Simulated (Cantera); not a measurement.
A closed system holds: 1 mol H₂O, 1.7 mol O₂, equilibrated at 2923.15 K and 13500 Torr.

Equilibrium computed with Cantera from the NASA thermochemical tables; the gas is ideal and each condensed phase is pure. Candidate condensed phases: H₂O; 9 gas species. The numbers say what is thermodynamically allowed, not how fast it happens.

Base state: O₂ 0.596, H₂O 0.331, OH 0.0513, O 0.0157, H₂ 0.00348, H 0.00172, HO₂ 0.000302, H₂O₂ 1.71e-5 (mole fractions); condensed: gas only.

Question: What changes in the equilibrium state with this change: O₂ from 1.7 to 0.04 mol?

Answer: 
```json
[
 {"species": "H₂O", "before": "0.331", "after": "0.871"},
 {"species": "OH", "before": "0.0513", "after": "0.0430"},
 {"species": "O₂", "before": "0.596", "after": "0.0427"},
 {"species": "H₂", "before": "0.00348", "after": "0.0341"},
 {"species": "O", "before": "0.0157", "after": "0.00421"},
 {"species": "HO₂", "before": "0.000302", "after": "6.77e-5"},
 {"species": "H", "before": "0.00172", "after": "0.00540"}
]
```
